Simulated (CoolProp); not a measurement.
Vapour-liquid equilibrium of R152A (1) + isobutane (2) at 0.292 MPa; x and y are mole fractions of (1).

Model: multi-fluid Helmholtz-energy mixture model, Outcalt 1996 and Bücker 2006; pair parameters Bell 2016, in CoolProp.

### Question
Give the bubble temperature and the first vapour's composition at x = 0.125, 0.425, 0.8. Is there an azeotrope?

### Answer
x = 0.125: 281.3 K, y = 0.349; x = 0.425: 273.2 K, y = 0.604; x = 0.8: 272.1 K, y = 0.752. y crosses x between x = 0.65 and 0.725: the model has an azeotrope there.

The pair parameters rest on a limited set of measurements; away from them the model extrapolates.
